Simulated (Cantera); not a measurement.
Cantera run:

```python
import numpy as np
import cantera as ct

gas_names = """
    C CH CH2 CH3 CH4 CN C2 C2H C2H2,acetylene C2H2,vinylidene C2H3,vinyl CH3CN C2H4 C2H5 C2H6 CCN CNC
    C2N2 C3 C3H3,propargyl C3H4,allene C3H4,propyne C3H4,cyclo- C3H5,allyl C3H6,propylene C3H6,cyclo-
    C3H7,n-propyl C3H7,i-propyl C3H8 C4 C4H2 C4H4,1,3-cyclo- C4H6,butadiene C4H6,2-butyne C4H6,cyclo-
    C4H8,1-butene C4H8,cis2-buten C4H8,tr2-butene C4H8,isobutene C4H8,cyclo- C4H9,n-butyl C4H9,i-butyl
    C4H9,s-butyl C4H9,t-butyl C4H10,isobutane C4H10,n-butane C4N2 C5 C5H6,1,3cyclo- C5H8,cyclo-
    C5H10,1-pentene C5H10,cyclo- C5H11,pentyl C5H11,t-pentyl C5H12,n-pentane C5H12,i-pentane
    CH3C(CH3)2CH3 C6H2 C6H5,phenyl C6H6 C6H10,cyclo- C6H12,1-hexene C6H12,cyclo- C6H13,n-hexyl
    C7H7,benzyl C7H8 C7H14,1-heptene C7H15,n-heptyl C7H16,n-heptane C8H8,styrene C8H10,ethylbenz
    C8H16,1-octene C8H17,n-octyl C8H18,isooctane C8H18,n-octane C9H19,n-nonyl C10H8,naphthale
    C10H21,n-decyl C12H9,o-bipheny C12H10,bipheny H HCN HCCN HNC H2 N NH NH2 NH3 N2 N2H2 N2H4 Ti
""".split()
cond_names = """
    C(gr) C6H6(L) C7H8(L) C8H18(L),n-octa Ti(a) Ti(b) Ti(L) TiC(s) TiC(L) TiN(s) TiN(L)
""".split()


def load(file, names, dense=False):
    # The tables refer to 1 bar. Condensed volumes are neglected.
    table = {s.name: s for s in ct.Species.list_from_file(file)}
    out = []
    for n in names:
        d = dict(table[n].input_data)
        d["thermo"] = dict(d["thermo"], **{"reference-pressure": 1e5})
        if dense:
            d["equation-of-state"] = {"model": "constant-volume", "density": "1e6 g/cm^3"}
        out.append(ct.Species.from_dict(d))
    return out


gas = ct.Solution(thermo="ideal-gas", species=load("nasa_gas.yaml", gas_names))
cond = {s.name: ct.Solution(thermo="fixed-stoichiometry", species=[s], name=s.name)
        for s in load("nasa_condensed.yaml", cond_names, dense=True)}
atoms = {
    'Ti': {'Ti': 1},
    'C3H8': {'C': 3, 'H': 8},
    'N2': {'N': 2},
}
top_T = {'C(gr)': 4500}  # K; cautious upper limits of use, not melting points


def equilibrate(T, P, feed):
    n = {}
    for name, mol in feed.items():
        for a, k in atoms[name].items():
            n[a] = n.get(a, 0.0) + k * mol
    gas.TPX = T, P, n
    mass = sum(n.values()) * gas.mean_molecular_weight
    gas.equilibrate("TP")
    valid = [c for c in cond.values() if c.min_temp <= T <= top_T.get(c.name, c.max_temp)]
    mix = ct.Mixture([(gas, mass / gas.mean_molecular_weight)] + [(c, 0.0) for c in valid])
    mix.T, mix.P = T, P
    mix.equilibrate("TP", solver="vcs", rtol=1e-11, max_steps=5000)
    return mix


results = []
feed = {'Ti': 1, 'C3H8': 1.2, 'N2': 210}  # mol
P = 35  # Pa
for T in [1473, 1573, 1673, 1773, 1873, 1973, 2073, 2173, 2273]:
    mix = equilibrate(T, P, feed)
    results.append((T, P, feed, dict(zip(mix.species_names, mix.species_moles))))
    x = sorted(zip(gas.X, gas.species_names), reverse=True)
    print(f"T = {T:g} K  P = {P:g} Pa  gas = {mix.phase_moles(0):.4g} mol")
    print("   x: " + "  ".join(f"{s} {v:.3e}" for v, s in x if v > 1e-05))
    print("   condensed (mol): " + ("  ".join(f"{mix.phase(i).name} {mix.phase_moles(i):.4g}"
          for i in range(1, mix.n_phases) if mix.phase_moles(i) > 1e-12) or "none"))
```

Result:

```
T = 1473 K  P = 35 Pa  gas = 214.8 mol
   x: N2 9.775e-01  H2 2.223e-02  HCN 1.284e-04  H 1.008e-04
   condensed (mol): C(gr) 2.572  TiC(s) 1
T = 1573 K  P = 35 Pa  gas = 214.8 mol
   x: N2 9.774e-01  H2 2.205e-02  H 3.227e-04  HCN 2.535e-04
   condensed (mol): C(gr) 2.544  TiC(s) 1
T = 1673 K  P = 35 Pa  gas = 214.9 mol
   x: N2 9.770e-01  H2 2.165e-02  H 8.957e-04  HCN 4.585e-04  HNC 1.280e-05
   condensed (mol): C(gr) 2.498  TiC(s) 1
T = 1773 K  P = 35 Pa  gas = 215 mol
   x: N2 9.762e-01  H2 2.083e-02  H 2.194e-03  HCN 7.659e-04  HNC 2.733e-05
   condensed (mol): C(gr) 2.428  TiC(s) 1
T = 1873 K  P = 35 Pa  gas = 215.3 mol
   x: N2 9.747e-01  H2 1.927e-02  H 4.789e-03  HCN 1.184e-03  HNC 5.261e-05
   condensed (mol): C(gr) 2.33  TiC(s) 1
T = 1973 K  P = 35 Pa  gas = 215.8 mol
   x: N2 9.722e-01  H2 1.668e-02  H 9.316e-03  HCN 1.686e-03  HNC 9.118e-05  CN 2.082e-05  C2H2,acetylene 1.069e-05
   condensed (mol): C(gr) 2.207  TiC(s) 0.9997
T = 2073 K  P = 35 Pa  gas = 216.5 mol
   x: N2 9.686e-01  H 1.602e-02  H2 1.298e-02  HCN 2.181e-03  HNC 1.408e-04  CN 7.445e-05  C2H2,acetylene 1.591e-05
   condensed (mol): C(gr) 2.074  TiC(s) 0.9982
T = 2173 K  P = 35 Pa  gas = 217.5 mol
   x: N2 9.643e-01  H 2.403e-02  H2 8.681e-03  HCN 2.523e-03  CN 2.363e-04  HNC 1.913e-04  Ti 4.731e-05  C2H2,acetylene 1.916e-05
   condensed (mol): C(gr) 1.953  TiC(s) 0.9897
T = 2273 K  P = 35 Pa  gas = 218.4 mol
   x: N2 9.600e-01  H 3.135e-02  H2 4.875e-03  HCN 2.592e-03  CN 6.767e-04  HNC 2.276e-04  Ti 2.256e-04  C3 2.883e-05  C2H2,acetylene 1.838e-05  C2N2 1.666e-05  C 1.533e-05
   condensed (mol): C(gr) 1.845  TiC(s) 0.9507
```

Method: chemical equilibrium by Gibbs-energy minimisation in Cantera with the NASA 1993 tables (ideal gas, pure condensed phases). TiC: taken at fixed stoichiometry.
